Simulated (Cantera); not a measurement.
**Catalytic stagnation flow on Pt**

A jet of H₂ : O₂ : N₂ = 0.011 : 0.096 : 0.79 (molar parts) at 300 K and 8400 Pa hits a platinum plate 4 cm away at a mass flux of 0.059 kg/m²/s; the plate temperature is set and raised in steps from an oxygen-covered start.

Cantera simulation using Deutschmann's 1995 Pt surface mechanism with GRI-Mech 3.0 gas chemistry; the numbers are that mechanism's predictions, not measurements. Catalytic surfaces can have several steady states; this one follows from the mechanism file's or the stated starting coverage.

```
plate T (K)  wall x H₂  wall x O₂  wall x H₂O  wall x OH  θ free Pt   θ O*    θ OH*
-----------  ---------  ---------  ----------  ---------  ---------  -----  -------
700            0.00180     0.0959      0.0201      <1e-8     0.0442  0.954  0.00168
750            0.00136     0.0954      0.0208      <1e-8     0.0637  0.935  0.00147
800           0.000927     0.0950      0.0215      <1e-8      0.100  0.898  0.00138
850           0.000653     0.0947      0.0220    1.04e-8      0.151  0.848  0.00128
900           0.000492     0.0946      0.0222    3.20e-8      0.211  0.788  0.00117
```
x: mole fraction at the wall; θ: surface coverage.
